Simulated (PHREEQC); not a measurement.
A PHREEQC speciation (ion-association model, wateq4f.dat) at 25 °C gives pH 2.39 and these molalities:

```csv
species,mol/kgw
HF,0.0227
H+,0.00438
F-,0.00396
H2F2,0.00134
HF2-,0.000345
SO4-2,3.33e-5
HSO4-,1.08e-5
```

Problem. What are the element totals, and what could have been dissolved in 1 kg of water to give them?

Solution. One answer among several that fit: totals F 0.0300, S(6) 4.40e-5 mol/kgw, from 0.03 mol/kgw HF and 4.4e-05 mol/kgw H2SO4.

No solid was allowed to form. wateq4f.dat counts part of the HF as a dimer, H2F2, which phreeqc.dat doesn't know; its constant is uncertain.
